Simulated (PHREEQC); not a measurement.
Dissolve 0.0066 mol HF, 0.0034 mol NaOH and 0.00093 mol LiCl per kg of water at 25 °C. Closed to the air; pH follows from the charge balance.

Model: ion-association model, wateq4f.dat, run in PHREEQC.

Each row changes one thing in this solution. No solid was allowed to form.

```tsv
case	pH	ionic strength (mol/kgw)	F- (mol/kgw)	HF (mol/kgw)	HF2- (mol/kgw)	H2F2 (mol/kgw)
as made	3.31	0.00484	0.00387	0.00261	3.88e-5	1.77e-5
0.00073 mol/kgw NaHCO3 added	3.48	0.00541	0.00444	0.00205	3.51e-5	1.10e-5
0.0036 mol/kgw FeCl3 added	2.58	0.0130	8.03e-5	0.000284	8.78e-8	2.11e-7
NaOH left out	2.75	0.00280	0.00184	0.00459	3.23e-5	5.50e-5
0.0012 mol/kgw Na2CO3 added	4.06	0.00681	0.00585	0.000695	1.56e-5	1.26e-6
HF from 0.0066 to 0.00726 mol/kgw	3.24	0.00494	0.00396	0.00315	4.79e-5	2.58e-5
HF from 0.0066 to 0.066 mol/kgw	2.33	0.00941	0.00722	0.0454	0.00126	0.00540
```

Species that the database lacks are ignored. Some of these states are supersaturated (in Hematite (slow to form), Goethite (slow to form), for instance).
